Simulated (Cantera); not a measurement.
# Gas-phase reforming

An isothermal, constant-pressure homogeneous reactor starts with CH4 : CO2 = 1 : 0.39 (molar parts), at 2200 K and 18800 Torr.

Detailed kinetics in Cantera: GRI-Mech 3.0 (53 species, 325 reactions). GRI-Mech 3.0 stops at C3 and has no aromatics, soot or wall deposition, so with more carbon than oxygen in the feed, carbon stays in small species such as C2H2 where larger ones or solid carbon would form. The pressure lies above the range GRI-Mech 3.0 was tuned for (to about 10 atm).

```tsv
t (s)	x CH4	x CO2	x H2	x CH3	x C2H6	x OH	x HCO
2.00e-5	0.0939	0.0817	0.451	0.00285	0.000261	2.30e-5	6.94e-7
5.07e-5	0.0456	0.0246	0.457	0.00144	6.89e-5	2.95e-5	8.42e-7
0.000128	0.0292	0.00884	0.484	0.000920	3.06e-5	2.49e-5	9.80e-7
0.000325	0.0248	0.00583	0.524	0.000748	2.18e-5	1.50e-5	1.15e-6
0.000825	0.0213	0.00256	0.563	0.000615	1.60e-5	5.98e-6	1.33e-6
0.00209	0.0190	0.000457	0.586	0.000536	1.30e-5	1.01e-6	1.44e-6
0.00529	0.0185	1.07e-5	0.591	0.000520	1.24e-5	2.36e-8	1.47e-6
0.0134	0.0185	2.69e-6	0.591	0.000519	1.24e-5	6.00e-9	1.47e-6
0.0340	0.0185	2.69e-6	0.591	0.000519	1.24e-5	6.00e-9	1.47e-6
0.0861	0.0185	2.69e-6	0.591	0.000519	1.24e-5	6.00e-9	1.47e-6
0.218	0.0185	2.69e-6	0.591	0.000519	1.24e-5	6.00e-9	1.47e-6
0.553	0.0185	2.69e-6	0.591	0.000519	1.24e-5	6.00e-9	1.47e-6
1.40	0.0185	2.69e-6	0.591	0.000519	1.24e-5	6.00e-9	1.47e-6
3.55	0.0185	2.69e-6	0.591	0.000519	1.24e-5	6.00e-9	1.47e-6
9.00	0.0185	2.69e-6	0.591	0.000519	1.24e-5	6.00e-9	1.47e-6
```
x: mole fraction; the columns are a selection and need not sum to one.

Equilibrium at this temperature and pressure: CH4 0.0185, CO2 2.71e-6, H2 0.591, CH3 0.000519, C2H6 1.24e-5, OH 6.07e-9, HCO 1.47e-6 (gas phase only).
